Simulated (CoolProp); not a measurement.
Properties of octamethyltrisiloxane (MDM) along the isobar 101 kPa (Tc = 292.2 °C, pc = 1438 kPa, ω = 0.528).

The numbers come from the reference Helmholtz-energy equation of state, Thol 2017 in CoolProp.

```csv
T (°C),phase,density (kg/m³),cv (kJ/(kg K)),isothermal compressibility (1/MPa),fugacity coefficient
98.35,liquid,738.8,1.650,0.003547,[?]
121.45,liquid,712.7,1.709,0.004607,0.3975
144.45,liquid,685.2,1.768,[?],0.7622
167.55,gas,6.967,1.762,10.63,0.9398
190.65,gas,6.537,[?],10.48,0.9504
213.75,gas,6.167,1.872,10.37,0.9587
236.75,gas,5.845,1.924,[?],0.9653
259.85,gas,[?],1.974,10.22,0.9707
282.95,gas,5.302,2.022,10.17,[?]
```

Problem. What belongs in the gaps?

Solution. 
- 98.35, fugacity coefficient: 0.1835
- 144.45, isothermal compressibility (1/MPa): 0.006165
- 190.65, cv (kJ/(kg K)): 1.818
- 236.75, isothermal compressibility (1/MPa): 10.28
- 259.85, density (kg/m³): 5.558
- 282.95, fugacity coefficient: 0.9751
